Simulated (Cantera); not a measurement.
Input: 1 mol SiO₂, 0.12 mol Al₂O₃, 0.74 mol H₂O, equilibrated at 1.33 mbar.

Method: chemical equilibrium by Gibbs-energy minimisation in Cantera with the NASA 1993 tables (ideal gas, pure condensed phases). Candidate condensed phases: Al, Al₂O₃, Al₂SiO₅, Al₆Si₂O₁₃, H₂O, Si, SiO₂; 28 gas species. Mutual solubility and eutectic melting of coexisting phases are not modelled. The tables hold silica as quartz up to 1696 K and as liquid above; real silica turns to tridymite and cristobalite and melts near 1996 K. Condensed phases not in the tables: alloys, solid solutions and most ternary compounds. Kinetics and transport are ignored.

log p: log10 of the partial pressure in bar; n: condensed amount in mol.

```
T (K)  log p H₂O  log p H₂  log p O₂  log p OH  n Al₂SiO₅(andalusite)  n SiO₂(β-quartz)  n Al₆Si₂O₁₃(mullite)  n SiO₂(condensed)
-----  ---------  --------  --------  --------  ---------------------  ----------------  --------------------  -----------------
1248       -2.88     -6.80     -7.12     -7.80                  0.120             0.880                     0                  0
1298       -2.88     -6.53     -6.85     -7.47                      0             0.920                0.0400                  0
1348       -2.88       ___       ___       ___                      0             0.920                0.0400                  0
1398       -2.88       ___       ___       ___                      0             0.920                0.0400                  0
1448       -2.88     -5.83     -6.17     -6.62                      0             0.920                0.0400                  0
1498       -2.88     -5.63     -5.97     -6.37                      0             0.920                0.0400                  0
1548       -2.88     -5.44     -5.78     -6.15                      0             0.920                0.0400                  0
1598       -2.88     -5.26     -5.61     -5.93                      0             0.920                0.0400                  0
1648       -2.88     -5.10     -5.45     -5.73                      0             0.920                0.0400                  0
1698       -2.88     -4.94     -5.29     -5.54                      0                 0                0.0400              0.920
```

**Question.** Some entries are withheld; supply them.

**Answer.** 
- 1398, log p H₂: -6.04
- 1398, log p O₂: -6.38
- 1398, log p OH: -6.88
- 1348, log p H₂: -6.28
- 1348, log p O₂: -6.61
- 1348, log p OH: -7.17
